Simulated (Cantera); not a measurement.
**Equilibrium for silicon carbide growth: Si(CH3)4 + H2 + C2H4**

Input: 1 mol Si(CH3)4, 590 mol H2, 0.008 mol C2H4, equilibrated at 1948.15 K.

Method: chemical equilibrium by Gibbs-energy minimisation in Cantera with the NASA 1993 tables (ideal gas, pure condensed phases). Candidate condensed phases: C, C6H6, C7H8, C8H18, Si, SiC; 87 gas species. The numbers say what is thermodynamically allowed, not how fast it happens.

```
P (Pa)  log p H2  log p H  log p Si  log p C2H2 (acetylene)  log p CH4  log p SiC2  n C(graphite)  n SiC(s)
------  --------  -------  --------  ----------------------  ---------  ----------  -------------  --------
100        -3.02    -4.45     -5.98                   -6.28      -9.34       -7.47           3.03     0.297
220        -2.67    -4.28     -5.98                   -5.94      -8.65       -7.47           2.68     0.678
460        -2.34    -4.12     -5.98                   -5.61      -8.00       -7.47           2.52     0.843
1000       -2.01    -3.95     -5.98                   -5.27      -7.32       -7.47           2.44     0.925
2200       -1.66    -3.78     -5.98                   -4.93      -6.63       -7.47           2.40     0.964
4600       -1.34    -3.62     -5.98                   -4.61      -5.99       -7.47           2.38     0.981
10000      -1.00    -3.45     -5.98                   -4.27      -5.31       -7.47           2.35     0.990
22000      -0.66    -3.28     -5.98                   -3.93      -4.63       -7.47           2.31     0.994
46000      -0.34    -3.12     -5.98                   -3.61      -3.99       -7.47           2.24     0.996
100000      0.00    -2.95     -5.98                   -3.27      -3.31       -7.47           2.07     0.997
```
log p: log10 of the partial pressure in bar; n: condensed amount in mol.

From 0.750 Torr to 750 Torr the condensed part is C(graphite) + SiC(s). The main Si-bearing gas is Si at 0.750 Torr and SiH2 at 750 Torr. The share of Si in condensed phases is highest at 750 Torr (99.7 %) and lowest at 0.750 Torr (29.7 %).
